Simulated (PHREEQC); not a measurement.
Consider water at 20 °C with 0.95 mmol/kgw CuSO4 and 0.91 mmol/kgw NaCl. Closed to the air; pH follows from the charge balance.

Equilibrium calculation in PHREEQC: ion-association model, wateq4f.dat.

Each row changes one thing in this solution. Precipitation was switched off in this run.

```csv
case,pH,ionic strength (mol/kgw),SI of Halite (NaCl)
as made,5.37,0.00436,-7.72
CuSO4 left out,7.08,0.000910,-7.68
NaCl from 0.00091 to 0.00455 mol/kgw,5.38,0.00802,-6.34
CuSO4 from 0.00095 to 0.0019 mol/kgw,5.24,0.00745,-7.73
diluted 100-fold with water,6.12,4.66e-5,-11.66
diluted 2-fold with water,5.49,0.00225,-8.30
diluted 10-fold with water,5.76,0.000464,-9.67
```

Complexes and solids missing from the database can't appear. Some of these states are supersaturated (in Brochantite, Antlerite, for instance).
